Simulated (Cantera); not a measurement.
A perfectly stirred reactor is fed with CH4 : C2H6 : O2 : N2 = 1 : 1 : 3.24 : 12.2 (molar parts), equivalence ratio 1.7, at 315 Torr; it is adiabatic with a 400 K inlet, and is followed from long to short residence time, starting on the burning branch (τ in s: 0.074, 0.03, 0.012, 0.0048, 0.0019, 0.00077, 0.00031, 0.00012, 5e-05, 2e-05, 8e-06, 3.2e-06).

Detailed kinetics in Cantera: GRI-Mech 3.0 (53 species, 325 reactions).

Question: Predict: blow-out, bracketed by the residence times tried; x(CH4) at τ = 74.0 ms; x(C2H6) at τ = 74.0 ms; x(O2) at τ = 74.0 ms; x(NO) at τ = 74.0 ms; x(C2H4) at τ = 74.0 ms; x(CH4) at τ = 0.310 ms; x(C2H6) at τ = 0.310 ms; x(O2) at τ = 0.310 ms.

Answer: 
```
Quantity                                                                        Value
------------------------------------------------  -----------------------------------
blow-out, bracketed by the residence times tried  burning at 1.90 ms, out at 0.770 ms
x(CH4) at τ = 74.0 ms                                                         0.00191
x(C2H6) at τ = 74.0 ms                                                        6.92e-6
x(O2) at τ = 74.0 ms                                                         0.000462
x(NO) at τ = 74.0 ms                                                          4.54e-5
x(C2H4) at τ = 74.0 ms                                                        3.42e-5
x(CH4) at τ = 0.310 ms                                                         0.0573
x(C2H6) at τ = 0.310 ms                                                        0.0573
x(O2) at τ = 0.310 ms                                                           0.186
```
